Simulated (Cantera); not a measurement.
A freely propagating, adiabatic, planar premixed flame of H2 : O2 : N2 : H2O = 1 : 0.185 : 0.722 : 0.62 (molar parts), equivalence ratio 2.7, unburnt at 550 K and 400000 Pa; mixture-averaged transport, grid criteria slope 0.08 and curve 0.16, no radiation.

Computed with Cantera and the H2/O2 subset of GRI-Mech 3.0, which has no nitrogen chemistry. The hydrogen kinetics of GRI-Mech 3.0 are dated; newer H2 mechanisms differ, most at raised pressure. Burning velocities carry a grid error of a few per cent, more on coarse grids.

**Question.** Predict: laminar burning velocity; thermal thickness; peak x(OH); peak x(O); peak x(H2O2).

**Answer.** 
* **laminar burning velocity**: 156 cm/s
* **thermal thickness**: 0.111 mm
* **peak x(OH)**: 0.000403
* **peak x(O)**: 0.000129
* **peak x(H2O2)**: 0.000180
